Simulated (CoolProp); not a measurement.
Model: reference Helmholtz-energy equation of state, Gedanitz 2015, in CoolProp.

Q: Give the vapour pressure (kPa), vapour density (kg/m³), liquid conductivity (mW/(m K)) of saturated cyclopentane at 338.7, 346.7, 386.6 K.

A: 
```
T (K)  p (kPa)  vapour density (kg/m³)  liquid conductivity (mW/(m K))
-----  -------  ----------------------  ------------------------------
338.7      168                    4.41                             112
346.7      211                    5.47                             109
386.6      566                    14.0                            95.6
```

Thermal conductivity comes from a separate model (Vassiliou 2015).
